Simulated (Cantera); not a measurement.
A closed system holds: 1 mol CH₃OH, 0.11 mol O₂, 75 mol H₂, at 2398.15 K and 13.0 Pa.

Cantera equilibrium calculation (NASA polynomials, part measured and part estimated; ideal gas, pure solids and liquids). Candidate condensed phases: C, C₆H₆, C₇H₈, C₈H₁₈, H₂O; 110 gas species. Equilibrium is a limit: real reactors are often held back by kinetics, nucleation or transport.

Q: What is the equilibrium state?

A: 
```json
{
 "x(H)": "0.719",
 "x(H₂)": "0.271",
 "x(CO)": "0.00819",
 "x(H₂O)": "0.000763",
 "x(O)": "0.000663",
 "x(OH)": "0.000372",
 "x(CO₂)": "3.91e-6",
 "gas_amount": "122.0 mol",
 "log10 activity of C(graphite) (absent)": "-7.92"
}
```
